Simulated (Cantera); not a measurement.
SiHCl₃ + Cl₂ + N₂ (silicon epitaxy and polysilicon growth)

Charge: 1 mol SiHCl₃, 0.62 mol Cl₂, a varied amount of N₂, equilibrated at 923.15 K and 133 Pa.

These are equilibrium values from Cantera (NASA tables, ideal gas, pure condensed phases), not measurements of a reactor. Candidate condensed phases: NH₄Cl, Si, Si₃N₄; 28 gas species. N₂ is the only nitrogen source here; it is nearly inert below about 1500 K, so the nitride shown seldom forms there in practice. The tables' values for SiCl₃ are old estimates; treat these amounts as uncertain. Rates play no part.

From 8 mol N₂ to 86 mol N₂ the condensed part is Si₃N₄(s). The main Si-bearing gas is SiCl₄ throughout. The share of Si in condensed phases is highest at 86 mol N₂ (17.8 %) and lowest at 8 mol N₂ (15.9 %).

| n(N₂) (mol) | log p N₂ | log p HCl | log p SiCl₄ | log p H₂ | log p SiCl₃ | log p SiHCl₃ | n Si₃N₄(s) |
|---|---|---|---|---|---|---|---|
| 8 | -2.96 | -3.92 | -3.94 | -5.07 | -7.22 | -7.53 | 0.0529 |
| 11 | -2.94 | -4.03 | -4.06 | -5.24 | -7.32 | -7.71 | 0.0541 |
| 14 | -2.93 | -4.12 | -4.15 | -5.37 | -7.39 | -7.85 | 0.0549 |
| 19 | -2.91 | -4.23 | -4.27 | -5.54 | -7.48 | -8.03 | 0.0559 |
| 26 | -2.90 | -4.35 | -4.40 | -5.73 | -7.58 | -8.22 | 0.0568 |
| 35 | -2.90 | -4.47 | -4.52 | -5.90 | -7.68 | -8.40 | 0.0575 |
| 47 | -2.89 | -4.59 | -4.65 | -6.08 | -7.77 | -8.58 | 0.0582 |
| 64 | -2.89 | -4.72 | -4.78 | -6.27 | -7.87 | -8.78 | 0.0588 |
| 86 | -2.88 | -4.84 | -4.90 | -6.45 | -7.96 | -8.96 | 0.0594 |
log p: log10 of the partial pressure in bar; n: condensed amount in mol.
